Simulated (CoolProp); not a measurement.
R245fa along the isobar 1410 kPa: fugacity coefficient from the reference equation and from simpler models built on Tc = 153.9 °C, pc = 3651 kPa, ω = 0.378; each cubic takes its own stable root.

Values from CoolProp's reference Helmholtz-energy equation of state, Akasaka 2015.

```tsv
T (°C)	phase	reference	Redlich-Kwong	Soave-Redlich-Kwong	Peng-Robinson
65.75	liquid	0.3518	0.5249	0.3590	0.3514
74.15	liquid	0.4296	0.6075	0.4385	0.4286
82.65	liquid	0.5184	0.6966	0.5289	0.5164
91.05	liquid	0.6159	0.7893	0.6278	0.6126
99.45	liquid	0.7226	0.8092	0.7354	0.7174
107.85	gas	0.8033	0.8211	0.8080	0.7950
116.35	gas	0.8197	0.8321	0.8221	0.8091
124.75	gas	0.8341	0.8421	0.8347	0.8218
133.15	gas	0.8470	0.8513	0.8463	0.8335
141.55	gas	0.8585	0.8599	0.8570	0.8443
150.05	gas	0.8690	0.8679	0.8670	0.8544
158.45	gas	0.8784	0.8752	0.8761	0.8637
166.85	gas	0.8870	0.8820	0.8846	0.8722
```

At some of these states Redlich-Kwong gives the other phase, because its saturation line lies elsewhere.
